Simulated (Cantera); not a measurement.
# Equilibrium for roasting and sulfation: CaO + H₂S + CO₂

A closed system holds: 1 mol CaO, 2.8 mol H₂S, 0.54 mol CO₂, equilibrated at 2600 Pa.

These are equilibrium values from Cantera (NASA tables, ideal gas, pure condensed phases), not measurements of a reactor. Candidate condensed phases: C, C₆H₆, C₇H₈, C₈H₁₈, Ca, CaCO₃, CaO, Ca(OH)₂, CaS, CaSO₄, H₂O, H₂SO₄, S; 129 gas species. Equilibrium is a limit: real reactors are often held back by kinetics, nucleation or transport.

| T (K) | x H₂ | x H₂O | x S₂ | x CO | x H₂S | x CO₂ | x SO₂ | x SO | x SH | n CaS(s) |
|---|---|---|---|---|---|---|---|---|---|---|
| 1550 | 0.299 | 0.316 | 0.179 | 0.0942 | 0.0587 | 0.0356 | 0.00900 | 0.00181 | 0.00455 | 1.00 |
| 1575 | 0.304 | 0.314 | 0.180 | 0.0955 | 0.0535 | 0.0339 | 0.0102 | 0.00224 | 0.00504 | 1.00 |
| 1600 | 0.309 | 0.311 | 0.181 | 0.0967 | 0.0489 | 0.0323 | 0.0115 | 0.00274 | 0.00555 | 1.00 |
| 1625 | 0.314 | 0.308 | 0.181 | 0.0978 | 0.0447 | 0.0309 | 0.0128 | 0.00334 | 0.00610 | 1.00 |
| 1650 | 0.319 | 0.305 | 0.181 | 0.0989 | 0.0410 | 0.0294 | 0.0143 | 0.00403 | 0.00667 | 1.00 |
| 1675 | 0.323 | 0.301 | 0.180 | 0.0999 | 0.0376 | 0.0281 | 0.0158 | 0.00483 | 0.00727 | 1.000 |
| 1700 | 0.328 | 0.297 | 0.179 | 0.101 | 0.0346 | 0.0268 | 0.0173 | 0.00575 | 0.00791 | 1.000 |
| 1725 | 0.332 | 0.293 | 0.178 | 0.102 | 0.0318 | 0.0255 | 0.0189 | 0.00679 | 0.00856 | 1.000 |
| 1750 | 0.337 | 0.289 | 0.177 | 0.103 | 0.0294 | 0.0243 | 0.0205 | 0.00796 | 0.00925 | 1.000 |
| 1775 | 0.341 | 0.285 | 0.176 | 0.103 | 0.0271 | 0.0232 | 0.0221 | 0.00928 | 0.00996 | 1.000 |
| 1800 | 0.345 | 0.280 | 0.174 | 0.104 | 0.0251 | 0.0221 | 0.0237 | 0.0107 | 0.0107 | 1.000 |
x: gas mole fraction; n: condensed amount in mol.

From 1550 K to 1800 K the condensed part is CaS(s). The main Ca-bearing gas is Ca(OH)₂ throughout.
